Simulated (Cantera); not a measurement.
Feed: 1 mol Si, 1.6 mol HCl, 1.4 mol H2, at 1223 K and 0.100 bar.

Equilibrium computed with Cantera from the NASA thermochemical tables; the gas is ideal and each condensed phase is pure. Candidate condensed phases: Si; 19 gas species. The tables' values for SiCl3 are old estimates; treat these amounts as uncertain. Equilibrium is a limit: real reactors are often held back by kinetics, nucleation or transport.

**Question.** What is the equilibrium state?

**Answer.** 
```json
{
 "x(H2)": "0.766",
 "x(SiCl4)": "0.0864",
 "x(HCl)": "0.0846",
 "x(SiHCl3)": "0.0241",
 "x(SiCl2)": "0.0227",
 "x(SiCl3)": "0.0157",
 "x(SiH2Cl2)": "0.000899",
 "x(SiH3Cl)": "9.22e-6",
 "n(Si(s))": "0.598 mol",
 "gas_amount": "2.680 mol"
}
```
